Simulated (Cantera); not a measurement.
Cantera run, input and output.

```python
import numpy as np
import cantera as ct

gas = ct.Solution("SiF4_NH3_mec.yaml", "gas")
gas.TPX = 1850, 2666, {'NH3': 1, 'H2': 17, 'N2': 0.51}
reactor = ct.IdealGasConstPressureReactor(gas, energy="off", clone=False)
net = ct.ReactorNet([reactor])
net.rtol, net.atol = 1e-08, 1e-18
show = ['NH3', 'H2', 'NH', 'N2H4', 'N2']
times = np.geomspace(0.0002, 9, 9)

steps = ct.SolutionArray(gas, extra=["t"])
rows = []
print(f"{'t/s':>10s}{'T/K':>9s}{'P/Pa':>11s}" + "".join(f"{s:>11s}" for s in show))
for t in times:
    while net.time < t:
        t_next = net.step()
        steps.append(gas.state, t=t_next)
    rows.append([np.interp(t, steps.t, y) for y in (steps.T, steps.P, *steps(*show).X.T)])
    print(f"{t:10.3e}{rows[-1][0]:9.1f}{rows[-1][1]:11.4g}" + "".join(f"{x:11.3e}" for x in rows[-1][2:]))
rate = np.gradient(steps.T, steps.t)
print("integrator steps:", len(steps.t))
if steps.T.max() > steps.T[0] + 200:
    print(f"time of steepest temperature rise: {steps.t[rate.argmax()]:.4e} s")
gas.TPX = 1850, 2666, {'NH3': 1, 'H2': 17, 'N2': 0.51}
gas.equilibrate("TP")
print(f"equilibrium (TP): T = {gas.T:.1f} K  " + "  ".join(f"{s} {gas[s].X[0]:.3e}" for s in show))
```

It prints:

```
       t/s      T/K       P/Pa        NH3         H2         NH       N2H4         N2
 2.000e-04   1850.0       2666  5.402e-02  9.184e-01  7.220e-12  1.241e-15  2.755e-02
 7.633e-04   1850.0       2666  5.402e-02  9.184e-01  1.091e-10  1.760e-14  2.755e-02
 2.913e-03   1850.0       2666  5.402e-02  9.184e-01  1.604e-09  2.547e-13  2.755e-02
 1.112e-02   1850.0       2666  5.401e-02  9.184e-01  2.337e-08  3.696e-12  2.755e-02
 4.243e-02   1850.0       2666  5.398e-02  9.182e-01  3.332e-07  5.264e-11  2.755e-02
 1.619e-01   1850.0       2666  5.350e-02  9.181e-01  2.492e-06  3.908e-10  2.773e-02
 6.179e-01   1850.0       2666  5.007e-02  9.199e-01  2.812e-06  4.127e-10  2.926e-02
 2.358e+00   1850.0       2666  3.891e-02  9.260e-01  2.573e-06  2.928e-10  3.427e-02
 9.000e+00   1850.0       2666  1.538e-02  9.388e-01  1.898e-06  8.489e-11  4.483e-02
integrator steps: 680
equilibrium (TP): T = 1850.0 K  NH3 1.459e-07  H2 9.451e-01  NH 2.029e-10  N2H4 8.639e-20  N2 5.168e-02
```

Model: the gas-phase N/H chemistry of the illustrative SiF4/NH3 mechanism in the Surface Chemkin manual (1991), integrated in Cantera. Walls and surfaces, which speed up NH3 decomposition in real reactors, are not modelled.
